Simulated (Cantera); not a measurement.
Charge: 1 mol Si₂H₆, 1 mol Cl₂, 40 mol H₂, 0.038 mol HCl, equilibrated at 160000 Pa.

Method: chemical equilibrium by Gibbs-energy minimisation in Cantera with the NASA 1993 tables (ideal gas, pure condensed phases). Candidate condensed phases: Si; 19 gas species. The feed counts by its element totals alone. Kinetics and transport are ignored.

Over these rows the condensed part is Si(s). Partial pressures as log10 of bar:

```json
[
 {"T (K)": "1123", "1000/T (1/K)": "0.8905", "log p SiCl₄": "-2.21", "log p H₂": "0.19", "log p HCl": "-1.72"},
 {"T (K)": "1223", "1000/T (1/K)": "0.8177", "log p SiCl₄": "-2.39", "log p H₂": "0.19", "log p HCl": "-1.50"},
 {"T (K)": "1323", "1000/T (1/K)": "0.7559", "log p SiCl₄": "?", "log p H₂": "0.19", "log p HCl": "-1.36"},
 {"T (K)": "1423", "1000/T (1/K)": "0.7027", "log p SiCl₄": "-3.18", "log p H₂": "0.19", "log p HCl": "-1.28"},
 {"T (K)": "1523", "1000/T (1/K)": "0.6566", "log p SiCl₄": "-3.73", "log p H₂": "0.19", "log p HCl": "-1.25"},
 {"T (K)": "1623", "1000/T (1/K)": "0.6161", "log p SiCl₄": "-4.28", "log p H₂": "0.19", "log p HCl": "-1.24"}
]
```

Problem. Fit log p(SiCl₄) = a + b·(1000/T) to the five rows, give the apparent enthalpy, and predict the row at 1323 K.

Solution. Means: 1000/T = 0.7367, log p = -3.158. Sxy = 0.389889, Sxx = 0.0523318, so b = 7.45 and a = -3.158 − (7.45)×0.7367 = -8.65.
Apparent enthalpy: −19.145 × (7.45) = -143 kJ/mol. With the condensed phases at unit activity, Si(s) + 4 HCl(g) = SiCl₄(g) + 2 H₂(g) links this pressure to the main gases: over the six rows their terms move log p by +1.92 in all, so the slope isn't that reaction's ΔH° alone. The five rows lie within 0.23 of the line; that is curvature, so one enthalpy describes this range poorly.
Prediction at 1323 K: -8.65 + (7.45)×0.7559 = -3.02. The computed value is -2.71, 0.31 from the line.
